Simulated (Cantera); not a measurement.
Feed: 1 mol borazine, 0.24 mol N2, 9.5 mol H2, 0.96 mol O2, equilibrated at 2350 K and 133 Pa.

These are equilibrium values from Cantera (NASA tables, ideal gas, pure condensed phases), not measurements of a reactor. Candidate condensed phases: B, BN, B2O3, B3O3H3, H2O; 39 gas species. The feed counts by its element totals alone. The tables' values for BH2 are old estimates; treat these amounts as uncertain. Equilibrium is a limit: real reactors are often held back by kinetics, nucleation or transport.

Base state: H2 0.538, H 0.250, N2 0.0936, BO 0.0826, HBO 0.0164, B 0.0140, B2O 0.00255, BH2 0.00138 (mole fractions); condensed: B(l).

### Question
What changes in the equilibrium state with this change: temperature from 2350 K to 848 K?

### Answer
```csv
species,before,after
H2,0.538,0.934
N2,0.0936,0.0656
H2O,4.86e-7,0.000419
H,0.250,<1e-9
BO,0.0826,<1e-9
HBO,0.0164,<1e-9
B,0.0140,<1e-9
B2O,0.00255,<1e-9
BH2,0.00138,<1e-9
"B(l), mol",0.739,0
"BN(s), mol",0,1.72
"B2O3(l), mol",0,0.638
```
